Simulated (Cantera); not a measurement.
SiF₄ + NH₃ + H₂ (silicon nitride deposition)

Charge: 1 mol SiF₄, 1.9 mol NH₃, 38 mol H₂.

Method: chemical equilibrium by Gibbs-energy minimisation in Cantera with the NASA 1993 tables (ideal gas, pure condensed phases). Candidate condensed phases: Si, Si₃N₄; 37 gas species. The tables' values for SiF₂, SiF₃ are old estimates. Equilibrium is a limit: real reactors are often held back by kinetics, nucleation or transport.

Stable condensed phases:

```
T in K \ P in Pa
              5     21     85    350   1400   5900  24000 100000
   2000       A      A      A      A      A      A      A      A
   1900       A      A      A      A      A      A      A      A
   1800       A      A      A      A      A      A      A      A
   1700       A      A      A      A      A      A      A      A
   1600       A      A      A      A      A      A      A      A
   1500       A      A      A      A      A      A      A      A
   1400       A      A      A      A      A      A      B      B
   1300       A      A      A      A      B      B      B      B
   1200       A      A      B      B      B      B      B      B
   1100       B      B      B      B      B      B      B      B
   1000       B      B      B      B      B      B      B      B
    900       B      B      B      B      B      B      B      B
    800       B      B      B      B      B      B      B      B
    700       B      B      B      B      A      A      A      A
```

A: gas only; B: Si₃N₄.
